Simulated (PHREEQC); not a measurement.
Dissolve 0.06 mol/kgw SrCl2, 0.0059 mol/kgw CO2 and 1.5e-06 mol/kgw H4SiO4 at 25 °C. Closed to the air; pH follows from the charge balance.

Computed with PHREEQC (ion-association model, wateq4f.dat).

The ionic strength comes out as 0.180 mol/kgw. What activity coefficients do HCO3-, Sr+2, H+, SrHCO3+, Cl- get?

HCO3- 0.75, Sr+2 0.33, H+ 0.80, SrHCO3+ 0.75, Cl- 0.72.

No solid was allowed to form. Species that the database lacks are ignored.
